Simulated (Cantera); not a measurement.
Feed: 1 mol SiH2Cl2, 0.022 mol HCl, 1.8 mol H2, 0.097 mol C2H4, at 2052 °C and 150 Torr.

Cantera equilibrium calculation (NASA polynomials, part measured and part estimated; ideal gas, pure solids and liquids). Candidate condensed phases: C, C6H6, C7H8, C8H18, Si, SiC; 109 gas species. Mutual solubility and eutectic melting of coexisting phases are not modelled. The tables' values for SiCl, SiCl3 are old estimates; treat these amounts as uncertain. Gases not in the tables: Si2H6 and higher silanes. Equilibrium is a limit: real reactors are often held back by kinetics, nucleation or transport.

Problem. What is the equilibrium state?

Solution. 
```json
{
 "x(H2)": "0.614",
 "x(HCl)": "0.217",
 "x(SiCl2)": "0.131",
 "x(H)": "0.0193",
 "x(Si)": "0.00580",
 "x(SiCl)": "0.00553",
 "x(Cl)": "0.00488",
 "x(SiCl3)": "0.00140",
 "x(SiH)": "0.000714",
 "n(Si(l))": "0.210 mol",
 "n(SiC(s))": "0.191 mol",
 "gas_amount": "4.102 mol",
 "log10 activity of C(graphite) (absent)": "-0.81"
}
```
